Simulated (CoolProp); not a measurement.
Vapour-liquid equilibrium of CH2F2 (R32) (1) + R142b (2) at 92.5 kPa; x and y are mole fractions of (1).

Computed with CoolProp (multi-fluid Helmholtz-energy mixture model, Tillner-Roth 1997 and Lemmon 2006; pair parameters Bell 2016).

```tsv
x	bubble temperature (K)	y at the bubble point	dew temperature at overall composition x (K)	liquid density (mol/L)
0.05	255.1	0.279	260.7	12.35
0.15	244.7	0.593	258.4	13.20
0.25	237.6	0.744	255.8	14.05
0.35	232.7	0.825	253.0	14.94
0.45	229.2	0.873	249.9	15.89
0.55	226.7	0.904	246.4	16.91
0.65	224.8	0.927	242.3	18.05
0.75	223.2	0.947	237.3	19.32
0.85	221.8	0.966	231.0	20.78
0.95	220.4	0.987	223.0	22.46
```

No azeotrope shows between x = 0.05 and 0.95.

Pair parameters are fitted to limited data, so mixtures are less certain than the pure fluids.
